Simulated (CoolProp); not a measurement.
Vapour pressure (bar) of tetradecamethylhexasiloxane (MD4M): the reference equation beside estimates from Tc = 380.0 °C, pc = 8.286 bar, ω = 0.800. Clausius-Clapeyron is anchored at 149.25 °C with a constant enthalpy of vaporisation of 61.34 kJ/mol.

Computed with CoolProp (reference Helmholtz-energy equation of state, Thol 2019).

| T (°C) | reference | Clausius-Clapeyron | van der Waals | Redlich-Kwong | Soave-Redlich-Kwong | Peng-Robinson |
|---|---|---|---|---|---|---|
| 67.65 | 0.0003487 | 0.0005456 | 0.3055 | 0.03312 | 0.0004591 | 0.0006019 |
| 94.85 | 0.002246 | 0.002703 | 0.4955 | 0.08481 | 0.002619 | 0.003193 |
| 122.05 | 0.01024 | 0.01074 | 0.7551 | 0.1851 | 0.01107 | 0.01276 |
| 149.25 | 0.03573 | 0.03573 | 1.095 | 0.3574 | 0.03693 | 0.04078 |
| 176.45 | 0.1011 | 0.1028 | 1.523 | 0.6274 | 0.1021 | 0.1091 |
| 203.65 | 0.2429 | 0.2621 | 2.050 | 1.022 | 0.2432 | 0.2535 |
| 230.85 | 0.5127 | 0.6042 | 2.681 | 1.567 | 0.5133 | 0.5253 |
| 258.05 | 0.9772 | 1.278 | 3.425 | 2.287 | 0.9833 | 0.9930 |
| 285.25 | 1.719 | 2.515 | 4.287 | 3.208 | 1.741 | 1.743 |

Absolute difference from the reference over all 9 rows, mean and median: Clausius-Clapeyron 20.7 and 17.8 %, van der Waals 13631.6 and 1406.4 %, Redlich-Kwong 1883.3 and 520.6 %, Soave-Redlich-Kwong 7.0 and 1.3 %, Peng-Robinson 19.0 and 7.9 %.
